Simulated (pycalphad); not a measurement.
Computed with pycalphad from the COST 507 light-alloy database (1999), at 1 atm. These are 1990s assessments: newer ones move some temperatures and phases.

Molar enthalpy of Al-0.9605Si-1.438Fe (wt.%) in equilibrium (SER reference):

```
T (K)  H (kJ/mol)                            phases
-----  ----------  --------------------------------
1850        57.56                            liquid
1775        55.17                            liquid
1700        52.79                            liquid
1625        50.41                            liquid
1550        48.02                            liquid
1475        45.64                            liquid
1400        43.26                            liquid
1325        40.88                            liquid
1250        38.50                            liquid
1175        36.12                            liquid
1100        33.74                            liquid
1025        31.36                            liquid
950         28.99                            liquid
925         28.19                            liquid
875         15.56  fcc + ALFESI_ALPHA + ALFESI_BETA
850         14.72  fcc + ALFESI_BETA + ALFESI_ALPHA
800         13.09  fcc + ALFESI_BETA + ALFESI_ALPHA
725         10.80                 fcc + ALFESI_BETA
650          8.59  fcc + ALFESI_BETA + diamond (Si)
575          6.42  fcc + ALFESI_BETA + diamond (Si)
500          4.34  fcc + ALFESI_BETA + diamond (Si)
```

Cooling from 925 K to 875 K, across the freezing range, releases 12.6 kJ/mol, or 464 J/g. The slope is 32 J/(mol K) in the liquid and 34 J/(mol K) just below the solidus, where it includes any heat of precipitation. Liquidus 923 K, solidus 894 K. Changes were sought between steps of 25 K, so a narrower field can be missed.

Database names, with the compositions (at.%) that they take in these runs: ALFESI_ALPHA: Al 72 Fe 19 Si 8; ALFESI_BETA: Al 70 Si 15 Fe 15.
